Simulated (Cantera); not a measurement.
A perfectly stirred reactor is fed with CO : H2 : O2 : N2 : CO2 = 1 : 0.22 : 1.2 : 4.5 : 0.96 (molar parts), at 101000 Pa; it is adiabatic with a 675 K inlet, and is followed from long to short residence time, starting on the burning branch (τ in s: 0.35, 0.16, 0.074, 0.034, 0.016, 0.0072, 0.0033, 0.0015, 0.00069, 0.00032, 0.00015, 6.7e-05, 3.1e-05).

Detailed kinetics in Cantera: GRI-Mech 3.0 (53 species, 325 reactions).

Q: Predict: blow-out, bracketed by the residence times tried; x(CO) at τ = 0.350 s; x(H2) at τ = 0.350 s; x(O2) at τ = 0.350 s; x(O) at τ = 0.350 s; x(OH) at τ = 0.350 s; x(CO) at τ = 3.30 ms; x(H2) at τ = 3.30 ms; x(O2) at τ = 3.30 ms; x(O) at τ = 3.30 ms; x(OH) at τ = 3.30 ms.

A: blow-out, bracketed by the residence times tried: burning at 0.320 ms, out at 0.150 ms
x(CO) at τ = 0.350 s: 0.00143
x(H2) at τ = 0.350 s: 3.85e-5
x(O2) at τ = 0.350 s: 0.0815
x(O) at τ = 0.350 s: 0.000220
x(OH) at τ = 0.350 s: 0.000759
x(CO) at τ = 3.30 ms: 0.0189
x(H2) at τ = 3.30 ms: 0.000538
x(O2) at τ = 3.30 ms: 0.0879
x(O) at τ = 3.30 ms: 0.00323
x(OH) at τ = 3.30 ms: 0.00224
